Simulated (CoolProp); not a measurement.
Vapour-liquid equilibrium of cyclohexane (1) + n-dodecane (2) at 423.5 K; x and y are mole fractions of (1).

Model: multi-fluid Helmholtz-energy mixture model, Zhou 2014 and Lemmon 2004; pair parameters Bell 2016, in CoolProp.

```json
[
 {"x": "0.05", "bubble pressure (kPa)": "34.91", "y at the bubble point": "0.573", "dew pressure at overall composition x (kPa)": "16.22", "liquid density (mol/L)": "3.925"},
 {"x": "0.15", "bubble pressure (kPa)": "76.54", "y at the bubble point": "0.821", "dew pressure at overall composition x (kPa)": "18.08", "liquid density (mol/L)": "4.152"},
 {"x": "0.25", "bubble pressure (kPa)": "121.9", "y at the bubble point": "0.898", "dew pressure at overall composition x (kPa)": "20.41", "liquid density (mol/L)": "4.402"},
 {"x": "0.35", "bubble pressure (kPa)": "171.1", "y at the bubble point": "0.936", "dew pressure at overall composition x (kPa)": "23.43", "liquid density (mol/L)": "4.681"},
 {"x": "0.45", "bubble pressure (kPa)": "223.8", "y at the bubble point": "0.957", "dew pressure at overall composition x (kPa)": "27.49", "liquid density (mol/L)": "4.992"},
 {"x": "0.55", "bubble pressure (kPa)": "279.8", "y at the bubble point": "0.972", "dew pressure at overall composition x (kPa)": "33.24", "liquid density (mol/L)": "5.343"},
 {"x": "0.65", "bubble pressure (kPa)": "338.6", "y at the bubble point": "0.981", "dew pressure at overall composition x (kPa)": "42.02", "liquid density (mol/L)": "5.739"},
 {"x": "0.75", "bubble pressure (kPa)": "399.6", "y at the bubble point": "0.989", "dew pressure at overall composition x (kPa)": "57.08", "liquid density (mol/L)": "6.190"},
 {"x": "0.85", "bubble pressure (kPa)": "462.1", "y at the bubble point": "0.994", "dew pressure at overall composition x (kPa)": "88.99", "liquid density (mol/L)": "6.708"},
 {"x": "0.95", "bubble pressure (kPa)": "525.4", "y at the bubble point": "0.998", "dew pressure at overall composition x (kPa)": "202.4", "liquid density (mol/L)": "7.308"}
]
```

No azeotrope shows between x = 0.05 and 0.95.

Pair parameters are fitted to limited data, so mixtures are less certain than the pure fluids.
